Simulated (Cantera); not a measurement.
Input (Python, Cantera) and output of one run.

```python
import numpy as np
import cantera as ct

gas_names = """
    C CN CO CO2 C2 CCN CNC C2N2 C2O C3 C3O2 C4 C4N2 C5 N NCO NO NO2 NO3 N2 N2O O O2 O3 Si SiC SiC2 SiN
    SiO SiO2 Si2 Si2C Si2N Si3
""".split()
cond_names = """
    C(gr) Si(cr) Si(L) SiC(b) SiO2(Lqz) SiO2(hqz) SiO2(L) Si2N2O(s) Si3N4(a)
""".split()


# ... load() reads the species with a 1 bar reference pressure and builds the phases ...
atoms = {
    'SiO2': {'Si': 1, 'O': 2},
    'C': {'C': 1},
    'N2': {'N': 2},
}
top_T = {'C(gr)': 4500, 'SiC(b)': 3050, 'Si2N2O(s)': 2100, 'Si3N4(a)': 2400}  # K; cautious upper limits of use, not melting points


# ... equilibrate(T, P, feed) seeds the gas with the atoms and calls Mixture.equilibrate('TP', solver="vcs", rtol=1e-11, max_steps=5000) ...
results = []
feed = {'SiO2': 1, 'C': 0.72, 'N2': 1.6}  # mol
T = 1925  # K
P = 950  # Pa
mix = equilibrate(T, P, feed)
results.append((T, P, feed, dict(zip(mix.species_names, mix.species_moles))))
print(gas.report(threshold=0.0001))
for i in range(1, mix.n_phases):
    print(f"{mix.phase(i).name:16s} {mix.phase_moles(i):12.5e} mol")
```

Output:

```
       temperature   1925 K
          pressure   950 Pa
           density   0.0018895 kg/m^3
  mean mol. weight   31.834 kg/kmol
   phase of matter   gas

                          1 kg             1 kmol
                     ---------------   ---------------
          enthalpy        1.3677e+05         4.354e+06  J
   internal energy       -3.6601e+05       -1.1651e+07  J
           entropy            9591.2        3.0533e+05  J/K
    Gibbs function       -1.8326e+07        -5.834e+08  J
 heat capacity c_p            1139.6             36277  J/K
 heat capacity c_v             878.4             27963  J/K

                      mass frac. Y      mole frac. X     chem. pot. / RT
                     ---------------   ---------------   ---------------
                CO           0.20783            0.2362           -40.579
               CO2        0.00071608        0.00051798           -68.295
                N2           0.46292           0.52604           -32.111
               SiO           0.32853           0.23724            -41.89
     [  +30 minor]        1.3743e-05        7.6112e-06

C(gr)             0.00000e+00 mol
Si(L)             0.00000e+00 mol
SiC(b)            0.00000e+00 mol
SiO2(L)           2.78404e-01 mol
Si2N2O(s)         0.00000e+00 mol
Si3N4(a)          0.00000e+00 mol
```

Equilibrium computed with Cantera from the NASA thermochemical tables; the gas is ideal and each condensed phase is pure. The tables hold silica as quartz up to 1696 K and as liquid above; real silica turns to tridymite and cristobalite and melts near 1996 K.
